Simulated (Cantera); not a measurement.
**Calcination and drying: CaCO₃ + C + H₂O**

Charge: 1 mol CaCO₃, 1 mol C, 3.4 mol H₂O, equilibrated at 5700 Pa.

Method: chemical equilibrium by Gibbs-energy minimisation in Cantera with the NASA 1993 tables (ideal gas, pure condensed phases). Candidate condensed phases: C, C₆H₆, C₇H₈, C₈H₁₈, Ca, CaCO₃, CaO, Ca(OH)₂, H₂O; 115 gas species. Rates play no part.

From 548 K to 848 K the condensed part is CaCO₃(calcite). From 998 K to 2048 K the condensed part is CaO(s).

```csv
T (K),x H₂O,x H₂,x CO₂,x CO,x CH₄,n CaCO₃(calcite),n CaO(s)
548,0.636,0.0825,0.161,0.000352,0.120,1.00,0
698,0.405,0.356,0.195,0.0179,0.0262,1.00,0
848,0.376,0.396,0.169,0.0577,0.000147,1.00,0
998,0.377,0.253,0.253,0.117,6.53e-7,0,1.00
1148,0.406,0.224,0.224,0.146,1.51e-8,0,1.00
1298,0.427,0.202,0.202,0.168,7.83e-10,0,1.00
1448,0.444,0.186,0.186,0.185,7.33e-11,0,1.000
1598,0.456,0.173,0.173,0.197,1.06e-11,0,1.000
1748,0.466,0.163,0.163,0.207,2.15e-12,0,1.000
1898,0.473,0.155,0.156,0.214,<1e-12,0,1.000
2048,0.477,0.148,0.149,0.220,<1e-12,0,1.000
```
x: gas mole fraction; n: condensed amount in mol.
